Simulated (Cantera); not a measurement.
**Fe2O3 + HCl + O2 (oxide etching and cleaning by halides)**

Input: 1 mol Fe2O3, 3.9 mol HCl, 0.61 mol O2, held at 100 Torr.

Method: chemical equilibrium by Gibbs-energy minimisation in Cantera with the NASA 1993 tables (ideal gas, pure condensed phases). Candidate condensed phases: Fe, FeCl2, FeCl3, FeO, Fe(OH)2, Fe(OH)3, Fe2O3, Fe3O4, H2O; 22 gas species. Condensed phases not in the tables: FeOCl. The numbers say what is thermodynamically allowed, not how fast it happens.

From 502 °C to 1202 °C the condensed part is Fe2O3(s). From 1302 °C to 1402 °C the condensed part is Fe3O4(s). The main Fe-bearing gas is FeCl3 at 502 °C and FeCl2 at 1402 °C. The share of Fe in condensed phases is highest at 502 °C (100.0 %) and lowest at 1402 °C (66.4 %).

```csv
T (°C),x HCl,x H2O,x Cl2,x O2,x FeCl2,x Cl,x FeCl3,n Fe2O3(s),n Fe3O4(s)
502,0.514,0.224,0.224,0.0386,1.72e-8,6.65e-6,3.99e-5,1.000,0
602,0.594,0.172,0.172,0.0609,9.64e-7,5.23e-5,0.000274,0.999,0
702,0.654,0.134,0.132,0.0781,2.33e-5,0.000264,0.00122,0.997,0
802,0.694,0.108,0.101,0.0914,0.000297,0.000963,0.00384,0.991,0
902,0.715,0.0926,0.0757,0.103,0.00226,0.00273,0.00881,0.976,0
1002,0.714,0.0877,0.0522,0.114,0.0108,0.00618,0.0144,0.945,0
1102,0.687,0.0943,0.0314,0.127,0.0331,0.0113,0.0161,0.890,0
1202,0.632,0.113,0.0163,0.139,0.0693,0.0172,0.0127,0.814,0
1302,0.549,0.136,0.00825,0.170,0.105,0.0235,0.00771,0,0.489
1402,0.489,0.161,0.00426,0.174,0.136,0.0301,0.00434,0,0.442
```
x: gas mole fraction; n: condensed amount in mol.
